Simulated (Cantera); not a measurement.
Input: 1 mol Si₃N₄, 0.095 mol C, 0.01 mol H₂, at 2925 K and 0.0100 bar.

Cantera equilibrium calculation (NASA polynomials, part measured and part estimated; ideal gas, pure solids and liquids). Candidate condensed phases: C, C₆H₆, C₇H₈, C₈H₁₈, Si, SiC, Si₃N₄; 105 gas species. The tables' values for SiN are old estimates; treat these amounts as uncertain. Kinetics and transport are ignored.

Base state: Si 0.580, N₂ 0.399, SiC₂ 0.00649, H 0.00391, Si₂C 0.00373, SiN 0.00214, Si₂ 0.00213, CN 0.00164 (mole fractions); condensed: gas only.

### Question
What changes in the equilibrium state with this change: temperature from 2925 K to 2798 K?

### Answer
| species | before | after |
|---|---|---|
| Si | 0.580 | 0.574 |
| N₂ | 0.399 | 0.402 |
| Si₂C | 0.00373 | 0.00765 |
| C₂ | 2.11e-5 | 4.94e-6 |
| C₃ | 2.62e-5 | 6.49e-6 |

### Question
What changes in the equilibrium state with this change: Si₃N₄ replaced by TiC?

### Answer
```
species            before   after
----------------  -------  ------
H                 0.00391   0.664
H₂                9.83e-6   0.284
Ti                      0  0.0146
Si                  0.580       0
N₂                  0.399       0
C₂H₂ (acetylene)  7.52e-9  0.0141
C₃                2.62e-5  0.0137
SiC₂              0.00649       0
Si₂C              0.00373       0
C(graphite), mol        0  0.0939
TiC(s), mol             0   1.000
```
TiC: taken at fixed stoichiometry. Further candidate phases: Ti, TiC.

### Question
What changes in the equilibrium state with this change: Si₃N₄ replaced by SiC?

### Answer
```tsv
species	before	after
Si	0.580	0.540
SiC₂	0.00649	0.393
Si₂C	0.00373	0.0261
N₂	0.399	0
C₃	2.62e-5	0.0137
H	0.00391	0.0191
SiN	0.00214	0
CN	0.00164	0
Si₂N	0.000120	0
N	5.36e-5	0
C(graphite), mol	0	0.226
```
